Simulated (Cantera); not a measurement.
Equilibrium for silicon carbide growth: SiHCl3 + CH4 + H2

Charge: 1 mol SiHCl3, 1 mol CH4, a varied amount of H2, at 1402 °C and 99.0 mbar.

Cantera equilibrium calculation (NASA polynomials, part measured and part estimated; ideal gas, pure solids and liquids). Candidate condensed phases: C, C6H6, C7H8, C8H18, Si, SiC; 109 gas species. The tables' values for SiCl3 are old estimates; treat these amounts as uncertain. Rates play no part.

| n(H2) (mol) | log p H2 | log p HCl | log p SiCl2 | log p SiCl3 | log p SiCl4 | log p H | log p SiHCl3 | log p Cl | n C(graphite) | n SiC(s) |
|---|---|---|---|---|---|---|---|---|---|---|
| 2.2 | -1.27 | -1.36 | -2.77 | -3.54 | -3.99 | -4.57 | -4.64 | -4.77 | 0.131 | 0.868 |
| 3.4 | -1.22 | -1.43 | -2.95 | -3.81 | -4.35 | -4.54 | -4.89 | -4.86 | 0.0983 | 0.901 |
| 5.3 | -1.17 | -1.52 | -3.18 | -4.16 | -4.81 | -4.52 | -5.21 | -4.98 | 0.0691 | 0.930 |
| 8.1 | -1.13 | -1.63 | -3.44 | -4.54 | -5.33 | -4.50 | -5.57 | -5.11 | 0.0471 | 0.951 |
| 13 | -1.09 | -1.77 | -3.76 | -5.02 | -5.97 | -4.48 | -6.03 | -5.27 | 0.0287 | 0.968 |
| 20 | -1.06 | -1.91 | -4.08 | -5.50 | -6.61 | -4.47 | -6.50 | -5.43 | 0.0164 | 0.979 |
| 30 | -1.04 | -2.06 | -4.40 | -5.98 | -7.24 | -4.46 | -6.96 | -5.58 | 0.00724 | 0.986 |
| 47 | -1.03 | -2.24 | -4.73 | -6.49 | -7.93 | -4.45 | -7.47 | -5.77 | 0 | 0.990 |
| 72 | -1.02 | -2.41 | -4.93 | -6.87 | -8.49 | -4.45 | -7.85 | -5.94 | 0 | 0.991 |
| 110 | -1.02 | -2.59 | -5.13 | -7.25 | -9.05 | -4.44 | -8.22 | -6.12 | 0 | 0.991 |
log p: log10 of the partial pressure in bar; n: condensed amount in mol.

From 2.2 mol H2 to 30 mol H2 the condensed part is C(graphite) + SiC(s). From 47 mol H2 to 110 mol H2 the condensed part is SiC(s). The main Si-bearing gas is SiCl2 throughout.
